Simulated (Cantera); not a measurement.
**Thermodynamics of carbothermic reduction, feed Fe3O4 + C + N2 + CH4**

Input: 1 mol Fe3O4, 0.64 mol C, 0.48 mol N2, 0.33 mol CH4, at 50.0 Pa.

Equilibrium computed with Cantera from the NASA thermochemical tables; the gas is ideal and each condensed phase is pure. Candidate condensed phases: C, C6H6, C7H8, C8H18, Fe, Fe(CO)5, FeO, Fe(OH)2, Fe(OH)3, Fe2O3, Fe3O4, H2O; 140 gas species. Mutual solubility and eutectic melting of coexisting phases are not modelled. The tables' stoichiometric FeO is somewhat more stable than real wüstite, so its field is too wide. FeO: taken at fixed stoichiometry. The numbers say what is thermodynamically allowed, not how fast it happens.

From 977 °C to 1277 °C the condensed part is Fe(γ) + FeO(s). At 1377 °C the condensed part is Fe(γ) + FeO(l). At 1477 °C the condensed part is Fe(δ) + FeO(l). From 1577 °C to 1877 °C the condensed part is FeO(l). From 1977 °C to 2077 °C nothing is condensed. The main Fe-bearing gas is Fe throughout.

```
T (°C)  log p Fe  log p CO  log p H2  log p N2  log p H2O  log p CO2  log p O2  log p O  log p H  log p FeO  log p OH  n Fe(γ)  n FeO(s)  n FeO(l)  n Fe(δ)
------  --------  --------  --------  --------  ---------  ---------  --------  -------  -------  ---------  --------  -------  --------  --------  -------
977        -9.61     -3.72     -3.92     -3.94      -4.44      -4.43      <-15   -15.14    -8.28     -13.08    -10.78    0.281      2.72         0        0
1077       -8.37     -3.71     -3.94     -3.94      -4.39      -4.46    -14.29   -13.52    -7.59     -11.53     -9.83    0.289      2.71         0        0
1177       -7.30     -3.71     -3.95     -3.94      -4.35      -4.48    -12.85   -12.12    -7.00     -10.20     -9.02    0.296      2.70         0        0
1277       -6.38     -3.70     -3.96     -3.94      -4.32      -4.51    -11.60   -10.91    -6.48      -9.04     -8.32    0.301      2.70         0        0
1377       -5.57     -3.70     -3.98     -3.95      -4.30      -4.53    -10.51    -9.84    -6.03      -8.04     -7.70    0.296         0      2.69        0
1477       -4.86     -3.70     -3.99     -3.96      -4.32      -4.60     -9.62    -8.94    -5.63      -7.19     -7.19        0         0      2.71    0.226
1577       -4.24     -3.74     -4.04     -4.00      -4.37      -4.68     -8.81    -8.12    -5.29      -6.44     -6.75        0         0      2.72        0
1677       -4.04     -3.83     -4.23     -4.04      -4.21      -4.45     -7.38    -7.04    -5.05      -5.77     -6.08        0         0      2.51        0
1777       -3.89     -3.96     -4.51     -4.09      -4.14      -4.27     -6.02    -6.02    -4.90      -5.18     -5.49        0         0      2.20        0
1877       -3.77     -4.20     -4.91     -4.21      -4.22      -4.21     -4.78    -5.10    -4.83      -4.64     -5.03        0         0      1.50        0
1977       -3.69     -4.38     -5.19     -4.43      -4.52      -4.45     -4.29    -4.58    -4.72      -4.49     -4.88        0         0         0        0
2077       -3.70     -4.30     -5.15     -4.46      -4.74      -4.65     -4.30    -4.33    -4.48      -4.68     -4.83        0         0         0        0
```
log p: log10 of the partial pressure in bar; n: condensed amount in mol.
